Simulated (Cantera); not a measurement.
An isothermal, constant-pressure homogeneous reactor starts with H2 : O2 = 0.11 : 1 (molar parts), equivalence ratio 0.055, at 1425 K and 0.0133 bar.

Cantera simulation using GRI-Mech 3.0 (53 species, 325 reactions); the numbers are that mechanism's predictions, not measurements. Radical loss at walls, strong at low pressure, is not modelled. The temperature is held fixed by assumption; the heat of reaction is taken as removed at once.

x: mole fraction; the columns are a selection and need not sum to one.

```
t (s)           x H2   x O2        x OH         x H   x H2O
--------  ----------  -----  ----------  ----------  ------
0.000900     0.00635  0.829      0.0138      0.0206  0.0756
0.00385      0.00280  0.828      0.0109      0.0166  0.0829
0.0164    (withheld)  0.845  (withheld)  (withheld)  0.0881
0.0702      0.000863  0.876     0.00621     0.00249  0.0978
0.300        9.93e-5  0.893     0.00213     9.33e-5   0.103
1.28         8.29e-6  0.895    0.000616     2.24e-6   0.104
5.48         1.14e-6  0.896    0.000228     1.14e-7   0.104
23.4         6.33e-7  0.896    0.000171     4.74e-8   0.104
100          6.32e-7  0.896    0.000170     4.73e-8   0.104
```

What belongs in the gaps?


- 0.0164, x H2: 0.00221
- 0.0164, x OH: 0.00976
- 0.0164, x H: 0.0111
